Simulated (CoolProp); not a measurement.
Vapour-liquid equilibrium of benzene (1) + n-decane (2) at 344.8 K; x and y are mole fractions of (1).

Computed with CoolProp (multi-fluid Helmholtz-energy mixture model, Thol 2012 and Lemmon 2006; pair parameters Bell 2016).

```csv
x,bubble pressure (MPa),y at the bubble point,dew pressure at overall composition x (MPa),liquid density (mol/L)
0.05,0.006940,0.622,0.002891,4.995
0.125,0.01342,0.819,0.003131,5.228
0.2,0.01991,0.888,0.003414,5.480
0.275,0.02620,0.922,0.003754,5.753
0.35,0.03220,0.942,0.004168,6.051
0.425,0.03787,0.956,0.004684,6.378
0.5,0.04324,0.965,0.005347,6.737
0.575,0.04838,0.973,0.006228,7.134
0.65,0.05337,0.979,0.007457,7.576
0.725,0.05831,0.984,0.009291,8.071
0.8,0.06332,0.989,0.01232,8.629
0.875,0.06848,0.993,0.01829,9.263
0.95,0.07387,0.997,0.03525,9.988
```

No azeotrope shows between x = 0.05 and 0.95.

The pair parameters rest on a limited set of measurements; away from them the model extrapolates.
